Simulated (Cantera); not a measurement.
A closed system holds: 1 mol Hg, 0.17 mol O₂, 26 mol H₂, at 1623.15 K and 21.8 Torr.

Cantera equilibrium calculation (NASA polynomials, part measured and part estimated; ideal gas, pure solids and liquids). Candidate condensed phases: H₂O, Hg, HgO; 10 gas species. The numbers say what is thermodynamically allowed, not how fast it happens.

Base state: H₂ 0.950, Hg 0.0370, H₂O 0.0126, H 0.000396 (mole fractions); condensed: gas only.

Task: What changes in the equilibrium state with this change: pressure from 21.8 Torr to 0.975 Torr?

Result: 
| species | before | after |
|---|---|---|
| H₂ | 0.950 | 0.949 |
| Hg | 0.0370 | 0.0370 |
| H₂O | 0.0126 | 0.0126 |
| H | 0.000396 | 0.00187 |
